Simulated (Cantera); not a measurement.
Input (Python, Cantera) and output of one run.

```python
import numpy as np
import cantera as ct

gas_names = [...]  # 95 gases of nasa_gas.yaml made of C, F, H
cond_names = """
    C(gr) C6H6(L) C7H8(L) C8H18(L),n-octa
""".split()


# ... load() reads the species with a 1 bar reference pressure and builds the phases ...
atoms = {
    'CH3F': {'C': 1, 'H': 3, 'F': 1},
    'H2': {'H': 2},
}
top_T = {'C(gr)': 4500}  # K; cautious upper limits of use, not melting points


# ... equilibrate(T, P, feed) seeds the gas with the atoms and calls Mixture.equilibrate('TP', solver="vcs", rtol=1e-11, max_steps=5000) ...
results = []
feed = {'CH3F': 1, 'H2': 0.096}  # mol
T = 2548.15  # K
P = 1333.22  # Pa
mix = equilibrate(T, P, feed)
results.append((T, P, feed, dict(zip(mix.species_names, mix.species_moles))))
print(gas.report(threshold=1e-06))
for i in range(1, mix.n_phases):
    print(f"{mix.phase(i).name:16s} {mix.phase_moles(i):12.5e} mol")
```

Output:

```
       temperature   2548.2 K
          pressure   1333.2 Pa
           density   0.00061924 kg/m^3
  mean mol. weight   9.8404 kg/kmol
   phase of matter   gas

                          1 kg             1 kmol
                     ---------------   ---------------
          enthalpy       -1.2986e+06       -1.2779e+07  J
   internal energy       -3.4516e+06       -3.3965e+07  J
           entropy             25902        2.5489e+05  J/K
    Gibbs function       -6.7302e+07       -6.6228e+08  J
 heat capacity c_p            3393.5             33393  J/K
 heat capacity c_v            2548.6             25079  J/K

                      mass frac. Y      mole frac. X     chem. pot. / RT
                     ---------------   ---------------   ---------------
                 C        2.9166e-05        2.3895e-05           -3.3075
                CF        5.2661e-05        1.6711e-05           -34.004
                CH        2.4652e-06        1.8633e-06           -16.076
               CH2        2.7662e-06        1.9406e-06           -28.846
               CH3        3.2893e-06        2.1528e-06           -41.615
                C2        1.7641e-05        7.2264e-06            -6.615
               C2H        0.00044614         0.0001754           -19.384
              C2HF        4.9424e-06        1.1046e-06            -50.08
    C2H2,acetylene          0.013626         0.0051498           -32.153
   C2H2,vinylidene         1.246e-05        4.7089e-06           -32.153
                C3        0.00028458        7.7718e-05           -9.9224
              C4H2        0.00014305        2.8121e-05           -38.768
                 F        0.00085455        0.00044262           -30.696
                 H           0.01715           0.16742           -12.769
                HF           0.88744            0.4365           -43.465
                H2          0.079929           0.39015           -25.538
     [  +79 minor]        5.4047e-06        1.1835e-06

C(gr)             9.74661e-01 mol
```

Cantera equilibrium calculation (NASA polynomials, part measured and part estimated; ideal gas, pure solids and liquids).
